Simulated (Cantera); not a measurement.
## Transport properties of process gases

Gas mixture: CO₂ : H₂O = 0.17 : 0.097 (molar parts), at 0.133 bar, frozen composition.

Cantera's kinetic-theory transport with the Lennard-Jones parameters of GRI-Mech 3.0, ideal gas; thermal conductivity in the mixture-averaged form. Polar gases are described roughly by these parameters.

```json
[
 {"T (K)": "400", "ρ (kg/m³)": "0.139", "cp (J/kg/K)": "1121", "μ (µPa s)": "18.3", "λ (mW/m/K)": "29.1", "Pr": "0.706", "D (cm²/s) NO": "2.26", "D (cm²/s) NH₃": "2.30", "D (cm²/s) O": "3.69"},
 {"T (K)": "600", "ρ (kg/m³)": "0.0924", "cp (J/kg/K)": "1254", "μ (µPa s)": "26.5", "λ (mW/m/K)": "47.2", "Pr": "0.703", "D (cm²/s) NO": "4.66", "D (cm²/s) NH₃": "5.10", "D (cm²/s) O": "7.56"},
 {"T (K)": "800", "ρ (kg/m³)": "0.0693", "cp (J/kg/K)": "1354", "μ (µPa s)": "33.7", "λ (mW/m/K)": "65.6", "Pr": "0.696", "D (cm²/s) NO": "7.67", "D (cm²/s) NH₃": "8.79", "D (cm²/s) O": "12.4"},
 {"T (K)": "1000", "ρ (kg/m³)": "0.0554", "cp (J/kg/K)": "1435", "μ (µPa s)": "40.3", "λ (mW/m/K)": "83.8", "Pr": "0.690", "D (cm²/s) NO": "11.2", "D (cm²/s) NH₃": "13.3", "D (cm²/s) O": "18.1"},
 {"T (K)": "1200", "ρ (kg/m³)": "0.0462", "cp (J/kg/K)": "1498", "μ (µPa s)": "46.4", "λ (mW/m/K)": "102", "Pr": "0.684", "D (cm²/s) NO": "15.3", "D (cm²/s) NH₃": "18.4", "D (cm²/s) O": "24.6"},
 {"T (K)": "1400", "ρ (kg/m³)": "0.0396", "cp (J/kg/K)": "1550", "μ (µPa s)": "52.1", "λ (mW/m/K)": "119", "Pr": "0.680", "D (cm²/s) NO": "19.8", "D (cm²/s) NH₃": "24.3", "D (cm²/s) O": "31.9"},
 {"T (K)": "1600", "ρ (kg/m³)": "0.0346", "cp (J/kg/K)": "1593", "μ (µPa s)": "57.4", "λ (mW/m/K)": "135", "Pr": "0.676", "D (cm²/s) NO": "24.8", "D (cm²/s) NH₃": "30.7", "D (cm²/s) O": "39.8"},
 {"T (K)": "1800", "ρ (kg/m³)": "0.0308", "cp (J/kg/K)": "1627", "μ (µPa s)": "62.5", "λ (mW/m/K)": "151", "Pr": "0.673", "D (cm²/s) NO": "30.2", "D (cm²/s) NH₃": "37.6", "D (cm²/s) O": "48.5"}
]
```
D: mixture-averaged diffusion coefficient of that species in the mixture.
